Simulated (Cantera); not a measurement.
Charge: 1 mol HF, 0.12 mol H2O, 0.28 mol O2, held at 1752 °C.

Method: chemical equilibrium by Gibbs-energy minimisation in Cantera with the NASA 1993 tables (ideal gas, pure condensed phases). Candidate condensed phases: H2O; 22 gas species. Kinetics and transport are ignored.

Q: At 1.10 bar, list the 7 most abundant gas species with their mole fractions, and the condensed phases.

A: HF 0.714, O2 0.199, H2O 0.0846, OH 0.00205, O 0.000344, F 7.51e-5, H2 6.28e-5. Condensed: gas only.
